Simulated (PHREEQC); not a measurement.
**Hard or scaling water: speciation**

A solution holds 1.5e-05 mol Ca(HCO3)2, 8.4e-07 mol Na2SO4 and 3.9e-06 mol KCl per kg of water, at 75 °C. Closed to the air; pH follows from the charge balance.

Model: ion-association model, wateq4f.dat, run in PHREEQC.

No solid was allowed to form.

Question: What pH, ionic strength does the model give?

Answer: pH 7.23; ionic strength 5.15e-5 mol/kgw.

Question: In which forms is C present?

Answer: HCO3- 89 %, CO2 11 % of the C.

Constants without temperature data keep their 25 °C values here.
